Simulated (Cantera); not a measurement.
A perfectly stirred reactor is fed with 29.4 % N₂O, 0.200 % H₂, 70.4 % N₂, at 100000 Pa; it is held at 1073 K, and followed from long to short residence time.

Computed with Cantera and GRI-Mech 3.0 (53 species, 325 reactions). GRI-Mech 3.0 was tuned for natural gas; its chemistry of N2O as a main component is partial and can be far from experiment. The mechanism lacks the step 2 NO + O2 → 2 NO2, which can matter for NO2 below about 1400 K. The temperature is held fixed by assumption; the heat of reaction is taken as removed at once.

**Question.** Predict: x(N₂O) at τ = 2.30 s; x(H₂) at τ = 2.30 s; x(H) at τ = 2.30 s; x(H₂O) at τ = 2.30 s; x(H₂O₂) at τ = 2.30 s; x(N₂O) at τ = 54.0 ms; x(H₂) at τ = 54.0 ms; x(H) at τ = 54.0 ms; x(H₂O) at τ = 54.0 ms; x(H₂O₂) at τ = 54.0 ms.

**Answer.** 
```json
{
  "x(N₂O) at τ = 2.30 s": "0.265",
  "x(H₂) at τ = 2.30 s": "3.40e-5",
  "x(H) at τ = 2.30 s": "3.69e-9",
  "x(H₂O) at τ = 2.30 s": "0.00194",
  "x(H₂O₂) at τ = 2.30 s": "2.60e-9",
  "x(N₂O) at τ = 54.0 ms": "0.291",
  "x(H₂) at τ = 54.0 ms": "0.000618",
  "x(H) at τ = 54.0 ms": "1.38e-7",
  "x(H₂O) at τ = 54.0 ms": "0.00138",
  "x(H₂O₂) at τ = 54.0 ms": "1.42e-8"
}
```
